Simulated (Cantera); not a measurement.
Dilute partial oxidation

An isothermal, constant-pressure homogeneous reactor starts with 1.15 % CH4, 2.69 % O2, 96.2 % N2, equivalence ratio 0.86, at 1298 K and 6.40 bar.

Computed with Cantera and GRI-Mech 3.0 (53 species, 325 reactions). The temperature is held fixed by assumption; the heat of reaction is taken as removed at once.

| t (s) | x CH4 | x O2 | x C2H6 | x N2O | x C2H |
|---|---|---|---|---|---|
| 6.00e-6 | 0.0115 | 0.0269 | <1e-12 | <1e-12 | <1e-12 |
| 2.94e-5 | 0.0115 | 0.0269 | 1.91e-12 | <1e-12 | <1e-12 |
| 0.000144 | 0.0115 | 0.0269 | 3.31e-10 | 1.73e-12 | <1e-12 |
| 0.000707 | 0.0115 | 0.0269 | 1.11e-7 | 2.78e-11 | <1e-12 |
| 0.00346 | 0.0115 | 0.0269 | 7.06e-6 | 2.87e-10 | <1e-12 |
| 0.0170 | 0.0108 | 0.0264 | 0.000150 | 6.13e-9 | <1e-12 |
| 0.0832 | <1e-12 | 0.00385 | <1e-12 | 7.73e-7 | <1e-12 |
| 0.408 | <1e-12 | 0.00385 | <1e-12 | 6.08e-8 | <1e-12 |
| 2.00 | <1e-12 | 0.00385 | <1e-12 | 1.09e-8 | <1e-12 |
x: mole fraction; the columns are a selection and need not sum to one.

Equilibrium at this temperature and pressure: CH4 <1e-12, O2 0.00382, C2H6 <1e-12, N2O 1.08e-8, C2H <1e-12 (gas phase only).
